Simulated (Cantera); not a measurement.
**Ignition delay**

Mixture: 4.52 % CH₄, 4.48 % H₂, 19.1 % O₂, 71.9 % N₂, equivalence ratio 0.59, at 1000000 Pa, adiabatic and at constant pressure. Ignition delay is the time to a rise of 400 K.

Computed with Cantera and GRI-Mech 3.0 (53 species, 325 reactions).

| T0 (K) | delay (ms) |
|---|---|
| 1025 | 8.76 |
| 1075 | 2.75 |
| 1125 | 0.922 |
| 1175 | 0.355 |
| 1225 | 0.167 |
| 1275 | 0.0933 |

```
Quantity                                                Result
--------------------------------------------------  ----------
apparent activation energy between 1175 and 1275 K  170 kJ/mol
```
